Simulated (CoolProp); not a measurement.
A simple Rankine cycle with R1336mzz(E): condensing at 289.15 K, boiler at 0.825 MPa, turbine inlet 352.3 K, turbine efficiency 0.6, pump efficiency 0.6, no recuperator. Each further row changes one setting.

Computed with CoolProp (reference Helmholtz-energy equation of state, Akasaka 2023).

```
case                             thermal efficiency (%)  net work (kJ/kg)  heat in (kJ/kg)  turbine exit temperature (K)  volume ratio over the turbine
-------------------------------  ----------------------  ----------------  ---------------  ----------------------------  -----------------------------
as stated                                           7.8              15.0              191                         320.9                           6.51
turbine inlet 372.3 K                               7.8              16.4              [?]                         342.1                            [?]
condensing temperature 281.15 K                     8.8              17.7              201                           [?]                            [?]
boiler pressure 0.577 MPa                           6.5              12.8              196                           [?]                           4.30
turbine efficiency 0.5                              6.5              12.4              191                         324.0                            [?]
```

Problem. Complete the blanks.

Solution. 
- turbine inlet 372.3 K, heat in (kJ/kg): 211
- turbine inlet 372.3 K, volume ratio over the turbine: 6.27
- condensing temperature 281.15 K, turbine exit temperature (K): 316.9
- condensing temperature 281.15 K, volume ratio over the turbine: 8.88
- boiler pressure 0.577 MPa, turbine exit temperature (K): 329.3
- turbine efficiency 0.5, volume ratio over the turbine: 6.58
